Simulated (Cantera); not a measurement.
**Equilibrium for carbon deposition, reforming and gasification: C3H8 + H2O**

A closed system holds: 1 mol C3H8, 0.34 mol H2O, held at 475 °C and 15.0 bar.

These are equilibrium values from Cantera (NASA tables, ideal gas, pure condensed phases), not measurements of a reactor. Candidate condensed phases: C, C6H6, C7H8, C8H18, H2O; 110 gas species. The numbers say what is thermodynamically allowed, not how fast it happens.

| Item | Value |
|---|---|
| x(CH4) | 0.746 |
| x(H2O) | 0.126 |
| x(H2) | 0.122 |
| x(CO2) | 0.00459 |
| x(CO) | 0.000714 |
| x(C2H6) | 4.31e-5 |
| n(C(graphite)) | 1.13 mol |
| gas amount | 2.494 mol |
